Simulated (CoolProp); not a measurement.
Values from CoolProp's reference Helmholtz-energy equation of state, McLinden 2020.

Q: For R1336mzz(Z), give the phase and the Z, cv (kJ/(kg K)), speed of sound (m/s), isothermal compressibility (1/MPa) at 109.95 °C and 13100 kPa.

A: 
- 109.95 °C and 13100 kPa: liquid; Z 0.562, cv 1.02, speed of sound 479, isothermal compressibility 0.00473
